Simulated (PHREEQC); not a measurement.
0.01 g of hydrous ferric oxide (600 m²/g; 0.2 weak and 0.005 strong sites per Fe, Dzombak-Morel constants, diffuse double layer) in 1 kg of water with 0.005 mol/kgw of an inert sodium salt, at 25 °C; the pH is set by adding NaOH or the inert anion's acid. O2 is buffered at 0.21 atm. CO2 from the air is kept out. Nothing may precipitate in this run.

Equilibrium calculation in PHREEQC: ion-association model, wateq4f.dat.

```json
[
 {"pH": "4", "surface charge σ (C/m²)": "0.182", "surface potential ψ (mV)": "194"},
 {"pH": "4.67", "surface charge σ (C/m²)": "0.116", "surface potential ψ (mV)": "?"},
 {"pH": "5.33", "surface charge σ (C/m²)": "0.069", "surface potential ψ (mV)": "144"},
 {"pH": "6", "surface charge σ (C/m²)": "?", "surface potential ψ (mV)": "?"},
 {"pH": "6.67", "surface charge σ (C/m²)": "0.019", "surface potential ψ (mV)": "80"},
 {"pH": "7.33", "surface charge σ (C/m²)": "0.008", "surface potential ψ (mV)": "44"},
 {"pH": "8", "surface charge σ (C/m²)": "?", "surface potential ψ (mV)": "6"},
 {"pH": "8.67", "surface charge σ (C/m²)": "-0.005", "surface potential ψ (mV)": "?"},
 {"pH": "9.33", "surface charge σ (C/m²)": "-0.014", "surface potential ψ (mV)": "?"},
 {"pH": "10", "surface charge σ (C/m²)": "?", "surface potential ψ (mV)": "?"},
 {"pH": "10.67", "surface charge σ (C/m²)": "-0.059", "surface potential ψ (mV)": "-134"},
 {"pH": "11.33", "surface charge σ (C/m²)": "-0.111", "surface potential ψ (mV)": "-159"},
 {"pH": "12", "surface charge σ (C/m²)": "-0.215", "surface potential ψ (mV)": "-172"}
]
```

Question: Fill in the missing entries.

Answer: 
- 4.67, surface potential ψ (mV): 171
- 6, surface charge σ (C/m²): 0.037
- 6, surface potential ψ (mV): 114
- 8, surface charge σ (C/m²): 0.001
- 8.67, surface potential ψ (mV): -32
- 9.33, surface potential ψ (mV): -68
- 10, surface charge σ (C/m²): -0.030
- 10, surface potential ψ (mV): -103

Complexes and solids missing from the database can't appear.
